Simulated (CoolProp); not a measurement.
The fluid at 336.2 K and 3.56 MPa flows at 3.1 m/s in a round tube of 6 mm bore and 1.5 µm roughness, fully developed (64/Re and Nu = 3.66 if laminar; Colebrook and Gnielinski if turbulent). The same conditions are run with several fluids, on thermodynamics alone (safety and materials aside).

Model: reference Helmholtz-energy equation of state of each fluid (propane: Lemmon 2009; R245fa: Akasaka 2015; m-xylene: Zhou 2012; C3F8 (R218): Lemmon 2006; R236EA: Rui 2013), in CoolProp.

**Question.** Rank propane, R245fa, m-xylene, C3F8 (R218), R236EA by Reynolds number, highest first.

**Answer.** C3F8 (R218) (206000), propane (120000), R236EA (97500), R245fa (85400), m-xylene (38000)

```json
[
 {"fluid": "propane", "Darcy friction factor": "0.0187", "pressure drop (Pa/m)": "6460", "heat-transfer coefficient (W/(m² K))": "6310", "mass flow (kg/h)": "136"},
 {"fluid": "R245fa", "Darcy friction factor": "0.0197", "pressure drop (Pa/m)": "19700", "heat-transfer coefficient (W/(m² K))": "6240", "mass flow (kg/h)": "392"},
 {"fluid": "m-xylene", "Darcy friction factor": "0.0230", "pressure drop (Pa/m)": "15300", "heat-transfer coefficient (W/(m² K))": "5070", "mass flow (kg/h)": "262"},
 {"fluid": "C3F8 (R218)", "Darcy friction factor": "0.0174", "pressure drop (Pa/m)": "15400", "heat-transfer coefficient (W/(m² K))": "5710", "mass flow (kg/h)": "350"},
 {"fluid": "R236EA", "Darcy friction factor": "0.0193", "pressure drop (Pa/m)": "20300", "heat-transfer coefficient (W/(m² K))": "5970", "mass flow (kg/h)": "415"}
]
```

Transport values come from each fluid's own correlations; those of R245fa, C3F8 (R218), R236EA are estimates that may be off by 10 % or more.
